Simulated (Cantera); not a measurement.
**Iron carbonyl, mercury and lead vapours: Hg + H2**

Feed: 1 mol Hg, a varied amount of H2, at 675 K and 0.133 bar.

These are equilibrium values from Cantera (NASA tables, ideal gas, pure condensed phases), not measurements of a reactor. Candidate condensed phases: Hg; 3 gas species. The numbers say what is thermodynamically allowed, not how fast it happens.

From 0.21 mol H2 to 7.2 mol H2 nothing is condensed. The main Hg-bearing gas is Hg throughout.

```tsv
n(H2) (mol)	log p H2	log p Hg
0.21	-1.64	-0.96
0.39	-1.43	-1.02
0.69	-1.26	-1.10
1.2	-1.14	-1.22
2.2	-1.04	-1.38
4	-0.97	-1.57
7.2	-0.93	-1.79
```
log p: log10 of the partial pressure in bar; nothing condenses.
